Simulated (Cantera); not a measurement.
A perfectly stirred reactor is fed with CH₄ : CO : O₂ : N₂ = 1 : 0.43 : 2.01 : 24.2 (molar parts), equivalence ratio 1.1, at 1050 Torr; it is adiabatic with a 400 K inlet, and is followed from long to short residence time, starting on the burning branch (τ in s: 0.4, 0.11, 0.032, 0.0091, 0.0026, 0.00073, 0.00021, 5.9e-05, 1.7e-05, 4.8e-06).

Detailed kinetics in Cantera: GRI-Mech 3.0 (53 species, 325 reactions).

Q: Predict: blow-out, bracketed by the residence times tried; x(CH₄) at τ = 0.400 s; x(CO) at τ = 0.400 s; x(O₂) at τ = 0.400 s; x(CH₂) at τ = 0.400 s; x(H) at τ = 0.400 s; x(CH₄) at τ = 0.730 ms; x(CO) at τ = 0.730 ms; x(O₂) at τ = 0.730 ms.

A: 
```json
{
 "blow_out_bracketed_by_the_residence_times_tried": "burning at 0.400 s, out at 0.110 s",
 "x(CH₄) at τ = 0.400 s": "0.00112",
 "x(CO) at τ = 0.400 s": "0.0133",
 "x(O₂) at τ = 0.400 s": "0.00413",
 "x(CH₂) at τ = 0.400 s": "1.35e-8",
 "x(H) at τ = 0.400 s": "8.41e-6",
 "x(CH₄) at τ = 0.730 ms": "0.0362",
 "x(CO) at τ = 0.730 ms": "0.0156",
 "x(O₂) at τ = 0.730 ms": "0.0727"
}
```
